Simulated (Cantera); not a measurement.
## Ignition delay

Mixture: CH4 : O2 : N2 : H2O = 1 : 0.952 : 3.58 : 1.1 (molar parts), equivalence ratio 2.1, at 0.385 atm, adiabatic and at constant pressure. Ignition delay is the time to a rise of 400 K.

Cantera simulation using GRI-Mech 3.0 (53 species, 325 reactions); the numbers are that mechanism's predictions, not measurements.

```tsv
T0 (K)	delay (ms)
1225	169
1300	59.8
1375	22.1
1450	8.63
1525	3.62
1600	1.66
```

```yaml
apparent activation energy between 1450 and 1600 K: 210 kJ/mol
```
